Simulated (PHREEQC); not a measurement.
Consider water at 25 °C with 120 mmol/kgw HF, 0.045 mmol/kgw NH4F and 0.14 mmol/kgw (NH4)2SiF6. Closed to the air; pH follows from the charge balance.

All values are PHREEQC results (ion-association model, phreeqc.dat), not measurements.

Precipitation was switched off in this run.

Task: Predict the pH.

Result: pH 2.00.

Task: In which forms is F present?

Result: HF 87 %, F- 6.5 %, HF2- 5.3 %, SiF6-2 0.7 % of the F.

SiF6-2 is the database's only silicon fluoride.
